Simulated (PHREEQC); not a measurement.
Model water analysis in mmol/kgw, 69 °C, pH 6.86, pe 9.4: Na 0.0123; K 0.0194; Ca 0.0115; Mg 0.0281; Cl 0.0224; S(6) 0.0155; Alkalinity (meq/kgw) 0.0573; Zn 8.8e-05; Sr 0.000132; Pb 0.00108; B 0.000198; Ba 0.000542; O(0) (counted as O atoms) 0.000612.

Valence states are taken as typed.

Equilibrium calculation in PHREEQC: ion-association model, phreeqc.dat.

Each row changes one thing in this solution. This is a speciation only: nothing precipitates in the calculation.

```tsv
case	HCO3- (mol/kgw)	CO2 (mol/kgw)	Pb+2 (mol/kgw)	PbCO3 (mol/kgw)	MgSO4 (mol/kgw)	PbOH+ (mol/kgw)	SI of Pb(OH)2 (Pb(OH)2)	SI of Anglesite (PbSO4)
as made	5.54e-5	1.52e-5	6.49e-7	3.10e-7	2.34e-7	8.73e-8	+0.67	-3.47
pH from 6.86 to 5.86 at the same alkalinity	5.84e-5	[?]	[?]	4.87e-8	2.34e-7	1.30e-8	-1.15	-3.30
all concentrations times 2 at the same typed pH	0.000112	3.05e-5	9.99e-7	[?]	8.68e-7	[?]	[?]	-3.02
temperature from 69 to 60 °C at the same typed pH	5.59e-5	1.48e-5	6.54e-7	3.05e-7	1.97e-7	8.80e-8	+0.43	-3.43
B from 0.000198 to 0.000396 mmol/kgw	5.54e-5	1.52e-5	6.49e-7	3.10e-7	2.34e-7	8.73e-8	+0.67	-3.47
```

**Question.** What belongs in the gaps?

**Answer.** 
- pH from 6.86 to 5.86 at the same alkalinity, CO2 (mol/kgw): 0.000160
- pH from 6.86 to 5.86 at the same alkalinity, Pb+2 (mol/kgw): 9.67e-7
- all concentrations times 2 at the same typed pH, PbCO3 (mol/kgw): 9.30e-7
- all concentrations times 2 at the same typed pH, PbOH+ (mol/kgw): 1.32e-7
- all concentrations times 2 at the same typed pH, SI of Pb(OH)2 (Pb(OH)2): +0.85

Complexes and solids missing from the database can't appear. Some of these states are supersaturated (in Pb(OH)2, for instance). Away from 25 °C the constants follow the database's enthalpies or fits; those with neither stay at their 25 °C values.
